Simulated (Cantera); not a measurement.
## Hydrocarbon pyrolysis for carbon deposition

An isothermal, constant-pressure homogeneous reactor starts with CH4 : N2 = 1 : 16 (molar parts), at 2000 K and 0.350 bar.

Detailed kinetics in Cantera: GRI-Mech 3.0 (53 species, 325 reactions). GRI-Mech 3.0 stops at C3 and has no aromatics, soot or wall deposition, so with more carbon than oxygen in the feed, carbon stays in small species such as C2H2 where larger ones or solid carbon would form.

```
t (s)        x CH4     x C2H       x H    x C2H4    x CH2    x C2H6
--------  --------  --------  --------  --------  -------  --------
3.00e-6     0.0588    <1e-12   7.86e-6   2.02e-9  4.14e-9  9.95e-10
8.55e-6     0.0587    <1e-12   8.15e-6   9.69e-8  3.77e-8   2.62e-8
2.44e-5     0.0583  2.39e-12   8.81e-6   3.11e-6  2.62e-7   4.88e-7
6.95e-5     0.0573  5.89e-10   1.47e-5   7.72e-5  1.63e-6   6.05e-6
0.000198    0.0520   6.62e-8   6.26e-5   0.00136  8.11e-6   4.29e-5
0.000564    0.0290   1.32e-6  0.000272   0.00313  1.45e-5   4.48e-5
0.00161    0.00990   2.81e-6  0.000459  0.000327  8.20e-6   6.52e-6
0.00458    0.00260   3.87e-6  0.000621   3.14e-5  3.65e-6   6.18e-7
0.0131    0.000623   4.59e-6  0.000735   7.13e-6  1.24e-6   4.50e-8
0.0372    0.000165   4.88e-6  0.000782   5.50e-6  3.73e-7   3.47e-9
0.106      4.74e-5   4.96e-6  0.000794   5.38e-6  1.11e-7  3.11e-10
0.302      1.72e-5   4.97e-6  0.000797   5.38e-6  4.04e-8  5.87e-11
0.862      1.37e-5   4.97e-6  0.000797   5.37e-6  3.23e-8  4.49e-11
2.46       1.41e-5   4.96e-6  0.000797   5.36e-6  3.31e-8  4.62e-11
7.00       1.48e-5   4.94e-6  0.000797   5.34e-6  3.48e-8  4.88e-11
```
x: mole fraction; the columns are a selection and need not sum to one.

Equilibrium at this temperature and pressure: CH4 9.04e-6, C2H 9.08e-7, H 0.000797, C2H4 9.82e-7, CH2 2.13e-8, C2H6 1.44e-11 (gas phase only).
